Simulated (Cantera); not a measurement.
**Ignition delay**

Mixture: 7.75 % CH4, 19.4 % O2, 72.9 % N2, at 570 Torr, adiabatic and at constant volume. Ignition delay is the time to a rise of 400 K.

Cantera simulation using GRI-Mech 3.0 (53 species, 325 reactions); the numbers are that mechanism's predictions, not measurements.

```tsv
T0 (K)	delay (ms)
1148	108
1248	24.9
1348	6.75
1448	2.15
1548	0.819
1648	0.365
1748	0.183
1848	0.101
1948	0.0596
```

- apparent activation energy between 1748 and 1948 K = 160 kJ/mol
